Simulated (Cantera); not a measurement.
A perfectly stirred reactor is fed with H₂ : O₂ : N₂ = 1 : 0.714 : 2.69 (molar parts), at 19.7 atm; it is adiabatic with a 375 K inlet, and is followed from long to short residence time, starting on the burning branch (τ in s: 0.3, 0.1, 0.034, 0.011, 0.0038, 0.0013, 0.00042, 0.00014, 4.7e-05, 1.6e-05, 5.3e-06).

Computed with Cantera and GRI-Mech 3.0 (53 species, 325 reactions). The hydrogen kinetics of GRI-Mech 3.0 are dated; newer H2 mechanisms differ, most at raised pressure. The pressure lies above the range GRI-Mech 3.0 was tuned for (to about 10 atm).

x: mole fraction; the columns are a selection and need not sum to one.

| τ (s) | T (K) | x H₂ | x O₂ | x H₂O | x N₂O | x NO₂ | x O |
|---|---|---|---|---|---|---|---|
| 0.30 | 2082 | 0.000132 | 0.0531 | 0.255 | 1.04e-6 | 9.16e-6 | 6.35e-5 |
| 0.10 | 2084 | 0.000136 | 0.0537 | 0.255 | 1.05e-6 | ___ | 6.55e-5 |
| 0.034 | 2086 | 0.000145 | 0.0541 | 0.255 | 1.07e-6 | 2.11e-6 | 6.78e-5 |
| 0.011 | 2086 | 0.000171 | 0.0543 | 0.255 | 1.12e-6 | 8.08e-7 | 7.21e-5 |
| 0.0038 | 2086 | 0.000236 | 0.0544 | 0.255 | 1.24e-6 | 3.66e-7 | 8.22e-5 |
| 0.0013 | 2084 | 0.000399 | 0.0544 | 0.254 | 1.49e-6 | 2.15e-7 | 0.000108 |
| 0.00042 | 2079 | 0.000793 | 0.0544 | 0.254 | 1.92e-6 | 1.70e-7 | 0.000171 |
| 0.00014 | 2069 | ___ | 0.0546 | 0.252 | 2.26e-6 | ___ | ___ |
| 4.7e-5 | 2051 | 0.00329 | 0.0550 | 0.250 | 2.20e-6 | 1.26e-7 | 0.000557 |
| 1.6e-5 | 2018 | 0.00663 | 0.0561 | 0.245 | 1.80e-6 | 9.86e-8 | 0.00102 |
| 5.3e-6 | 1953 | 0.0136 | 0.0590 | 0.235 | 1.30e-6 | 7.97e-8 | 0.00178 |

Q: Complete the blanks.

A: 
- 0.10, x NO₂: 4.98e-6
- 0.00014, x H₂: 0.00162
- 0.00014, x NO₂: 1.52e-7
- 0.00014, x O: 0.000302
